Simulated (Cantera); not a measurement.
Iron carbonyl, mercury and lead vapours: PbO + CO + N2

Charge: 1 mol PbO, 6.8 mol CO, 0.4 mol N2, equilibrated at 1000 Pa.

These are equilibrium values from Cantera (NASA tables, ideal gas, pure condensed phases), not measurements of a reactor. Candidate condensed phases: C, Pb, PbO, PbO2, Pb3O4; 27 gas species. The numbers say what is thermodynamically allowed, not how fast it happens.

From 700 K to 850 K the condensed part is C(graphite) + Pb(l). From 925 K to 1225 K the condensed part is Pb(l). From 1300 K to 1600 K nothing is condensed. The main Pb-bearing gas is Pb throughout.

| T (K) | log p CO | log p CO2 | log p Pb | log p N2 | log p PbO | log p Pb2 | log p NO | log p O | n C(graphite) | n Pb(l) |
|---|---|---|---|---|---|---|---|---|---|---|
| 700 | -2.86 | -2.11 | -8.95 | -3.06 | <-14 | <-14 | <-14 | <-14 | 2.58 | 1.000 |
| 775 | -2.34 | -2.33 | -7.60 | -3.14 | <-14 | <-14 | <-14 | <-14 | 1.63 | 1.000 |
| 850 | -2.09 | -2.86 | -6.50 | -3.26 | <-14 | -13.15 | <-14 | <-14 | 0.00416 | 1.000 |
| 925 | -2.09 | -2.86 | -5.57 | -3.26 | -12.72 | -11.60 | <-14 | <-14 | 0 | 0.998 |
| 1000 | -2.09 | -2.86 | -4.79 | -3.26 | -11.27 | -10.29 | <-14 | <-14 | 0 | 0.988 |
| 1075 | -2.10 | -2.86 | -4.12 | -3.26 | -10.03 | -9.17 | <-14 | <-14 | 0 | 0.945 |
| 1150 | -2.11 | -2.87 | -3.54 | -3.27 | -8.95 | -8.20 | <-14 | <-14 | 0 | 0.785 |
| 1225 | -2.14 | -2.90 | -3.03 | -3.30 | -8.01 | -7.35 | -13.16 | <-14 | 0 | 0.258 |
| 1300 | -2.15 | -2.91 | -2.91 | -3.31 | -7.51 | -7.27 | -12.25 | <-14 | 0 | 0 |
| 1375 | -2.15 | -2.91 | -2.91 | -3.31 | -7.17 | -7.40 | -11.43 | -13.16 | 0 | 0 |
| 1450 | -2.15 | -2.91 | -2.91 | -3.31 | -6.87 | -7.52 | -10.70 | -12.11 | 0 | 0 |
| 1525 | -2.15 | -2.91 | -2.91 | -3.31 | -6.59 | -7.63 | -10.04 | -11.16 | 0 | 0 |
| 1600 | -2.15 | -2.91 | -2.91 | -3.31 | -6.35 | -7.73 | -9.44 | -10.30 | 0 | 0 |
log p: log10 of the partial pressure in bar; n: condensed amount in mol.
